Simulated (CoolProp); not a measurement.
Normal hydrogen along the isotherm -254.15 °C: density (kg/m³) from the reference equation and from simpler models built on Tc = -240.0 °C, pc = 12.96 bar, ω = -0.219; each cubic takes its own stable root.

The numbers come from the reference Helmholtz-energy equation of state, Leachman 2009 in CoolProp.

| p (bar) | phase | reference |
|---|---|---|
| 9.97 | liquid | 73.42 |
| 19.9 | liquid | 74.46 |
| 29.9 | liquid | 75.41 |
| 39.9 | liquid | 76.29 |
| 49.9 | liquid | 77.11 |
| 59.8 | liquid | 77.86 |
| 69.8 | liquid | 78.59 |
| 79.8 | liquid | 79.27 |
| 89.7 | liquid | 79.92 |
| 99.7 | liquid | 80.54 |
| 110 | liquid | 81.15 |
| 120 | liquid | 81.72 |
| 130 | liquid | 82.27 |

Problem. How far does each simpler model (van der Waals, Redlich-Kwong, Soave-Redlich-Kwong) lie from the reference over these 13 states: mean and median of the absolute difference, and the worst?

Solution. 
- van der Waals: mean 18.7 %, median 18.7 %, worst -19.9 % at -254.15 °C and 130 bar
- Redlich-Kwong: mean 16.9 %, median 16.6 %, worst +20.6 % at -254.15 °C and 9.97 bar
- Soave-Redlich-Kwong: mean 11.8 %, median 11.9 %, worst +12.6 % at -254.15 °C and 9.97 bar
